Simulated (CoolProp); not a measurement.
Ethylbenzene along the isotherm 409.6 K: density (kg/m³) from the reference equation and from simpler models built on Tc = 617.1 K, pc = 36.22 bar, ω = 0.304; each cubic takes its own stable root.

Values from CoolProp's reference Helmholtz-energy equation of state, Zhou 2012.

```tsv
p (bar)	phase	reference
3.4	liquid	760.4
6.79	liquid	761.0
10.2	liquid	761.5
13.6	liquid	762.0
17	liquid	762.6
20.4	liquid	763.1
23.8	liquid	763.6
27.2	liquid	764.2
30.6	liquid	764.7
34	liquid	765.2
37.4	liquid	765.7
40.8	liquid	766.2
44.1	liquid	766.7
47.5	liquid	767.2
50.9	liquid	767.7
54.3	liquid	768.2
```

Question: How far does each simpler model (van der Waals, Soave-Redlich-Kwong, Peng-Robinson) lie from the reference over these 16 states: mean and median of the absolute difference, and the worst?

Answer: 
- van der Waals: mean 44.6 %, median 41.1 %, worst -98.5 % at 409.6 K and 3.4 bar
- Soave-Redlich-Kwong: mean 11.2 %, median 11.2 %, worst -11.5 % at 409.6 K and 3.4 bar
- Peng-Robinson: mean 0.2 %, median 0.2 %, worst +0.4 % at 409.6 K and 54.3 bar

At some of these states van der Waals gives the other phase, because its saturation line lies elsewhere.
